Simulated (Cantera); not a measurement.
Cantera run:

```python
import numpy as np
import cantera as ct

gas_names = """
    Br Br2 N N2 Si SiBr SiBr2 SiBr3 SiBr4 SiN Si2 Si2N Si3
""".split()
cond_names = """
    Br2(cr) Br2(L) Si(cr) Si(L) Si3N4(a)
""".split()


# ... load() reads the species with a 1 bar reference pressure and builds the phases ...
atoms = {
    'Si': {'Si': 1},
    'Br2': {'Br': 2},
    'N2': {'N': 2},
}
top_T = {'Si3N4(a)': 2400}  # K; cautious upper limits of use, not melting points


# ... equilibrate(T, P, feed) seeds the gas with the atoms and calls Mixture.equilibrate('TP', solver="vcs", rtol=1e-11, max_steps=5000) ...
results = []
feed = {'Si': 1, 'Br2': 4, 'N2': 18}  # mol
T = 1748  # K
P = 133.322  # Pa
mix = equilibrate(T, P, feed)
results.append((T, P, feed, dict(zip(mix.species_names, mix.species_moles))))
print(gas.report(threshold=0.0001))
for i in range(1, mix.n_phases):
    print(f"{mix.phase(i).name:16s} {mix.phase_moles(i):12.5e} mol")
```

Result:

```
       temperature   1748 K
          pressure   133.32 Pa
           density   0.00042988 kg/m^3
  mean mol. weight   46.862 kg/kmol
   phase of matter   gas

                          1 kg             1 kmol
                     ---------------   ---------------
          enthalpy        1.4834e+06        6.9514e+07  J
   internal energy        1.1732e+06         5.498e+07  J
           entropy            6534.3        3.0621e+05  J/K
    Gibbs function       -9.9387e+06       -4.6575e+08  J
 heat capacity c_p            709.84             33265  J/K
 heat capacity c_v            532.42             24950  J/K

                      mass frac. Y      mole frac. X     chem. pot. / RT
                     ---------------   ---------------   ---------------
                Br           0.40908           0.23992           -23.773
                N2           0.43041           0.71999           -33.444
              SiBr        0.00063593        0.00027597           -32.759
             SiBr2           0.15832          0.039486           -56.532
             SiBr3          0.001173        0.00020527           -80.305
     [   +8 minor]        0.00038766        0.00012085

Br2(L)            0.00000e+00 mol
Si(L)             0.00000e+00 mol
Si3N4(a)          0.00000e+00 mol
```

Equilibrium computed with Cantera from the NASA thermochemical tables; the gas is ideal and each condensed phase is pure. The tables' values for SiBr, SiBr3 are old estimates; treat these amounts as uncertain.
